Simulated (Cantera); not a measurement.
## Reactions in the system C-H-Ni-S

Cantera with NASA thermochemical tables; ideal gases at 1 bar, condensed phases pure. Values are per mole of reaction as written; species without (g) are pure solids or liquids, kept so even where they would boil at 1 bar.

4 CH₃(g) + 3 NiS₂ = 3 CH₄(g) + CS₂(g) + Ni₃S₄

```json
[
 {"T (K)": "373", "ΔH° (kJ)": "-604.7", "ΔS° (J/K)": "-18.1", "ΔG° (kJ)": "-597.9", "log10 K": "83.73"},
 {"T (K)": "398", "ΔH° (kJ)": "-605.6", "ΔS° (J/K)": "-20.5", "ΔG° (kJ)": "-597.4", "log10 K": "78.41"},
 {"T (K)": "423", "ΔH° (kJ)": "-606.4", "ΔS° (J/K)": "-22.5", "ΔG° (kJ)": "-596.9", "log10 K": "73.71"},
 {"T (K)": "448", "ΔH° (kJ)": "-607.1", "ΔS° (J/K)": "-24.2", "ΔG° (kJ)": "-596.3", "log10 K": "69.53"},
 {"T (K)": "473", "ΔH° (kJ)": "-607.8", "ΔS° (J/K)": "-25.5", "ΔG° (kJ)": "-595.7", "log10 K": "65.78"},
 {"T (K)": "498", "ΔH° (kJ)": "-608.3", "ΔS° (J/K)": "-26.6", "ΔG° (kJ)": "-595.0", "log10 K": "62.41"},
 {"T (K)": "523", "ΔH° (kJ)": "-608.7", "ΔS° (J/K)": "-27.4", "ΔG° (kJ)": "-594.4", "log10 K": "59.36"},
 {"T (K)": "548", "ΔH° (kJ)": "-609.0", "ΔS° (J/K)": "-28.0", "ΔG° (kJ)": "-593.7", "log10 K": "56.59"},
 {"T (K)": "573", "ΔH° (kJ)": "-609.3", "ΔS° (J/K)": "-28.4", "ΔG° (kJ)": "-593.0", "log10 K": "54.05"},
 {"T (K)": "598", "ΔH° (kJ)": "-609.4", "ΔS° (J/K)": "-28.6", "ΔG° (kJ)": "-592.3", "log10 K": "51.73"}
]
```

7 NiS + 3 H₂S(g) + 2 CS₂(g) = 2 CH₃(g) + 7 NiS₂

```json
[
 {"T (K)": "373", "ΔH° (kJ)": "-180.1", "ΔS° (J/K)": "-563.1", "ΔG° (kJ)": "30.0", "log10 K": "-4.20"},
 {"T (K)": "398", "ΔH° (kJ)": "-179.2", "ΔS° (J/K)": "-560.9", "ΔG° (kJ)": "44.0", "log10 K": "-5.78"},
 {"T (K)": "423", "ΔH° (kJ)": "-178.4", "ΔS° (J/K)": "-558.9", "ΔG° (kJ)": "58.0", "log10 K": "-7.16"},
 {"T (K)": "448", "ΔH° (kJ)": "-177.7", "ΔS° (J/K)": "-557.2", "ΔG° (kJ)": "72.0", "log10 K": "-8.39"},
 {"T (K)": "473", "ΔH° (kJ)": "-177.0", "ΔS° (J/K)": "-555.7", "ΔG° (kJ)": "85.9", "log10 K": "-9.48"},
 {"T (K)": "498", "ΔH° (kJ)": "-176.3", "ΔS° (J/K)": "-554.3", "ΔG° (kJ)": "99.7", "log10 K": "-10.46"},
 {"T (K)": "523", "ΔH° (kJ)": "-175.7", "ΔS° (J/K)": "-553.1", "ΔG° (kJ)": "113.6", "log10 K": "-11.34"},
 {"T (K)": "548", "ΔH° (kJ)": "-175.1", "ΔS° (J/K)": "-551.9", "ΔG° (kJ)": "127.4", "log10 K": "-12.14"},
 {"T (K)": "573", "ΔH° (kJ)": "-174.5", "ΔS° (J/K)": "-550.9", "ΔG° (kJ)": "141.2", "log10 K": "-12.87"},
 {"T (K)": "598", "ΔH° (kJ)": "-173.9", "ΔS° (J/K)": "-550.0", "ΔG° (kJ)": "154.9", "log10 K": "-13.53"}
]
```
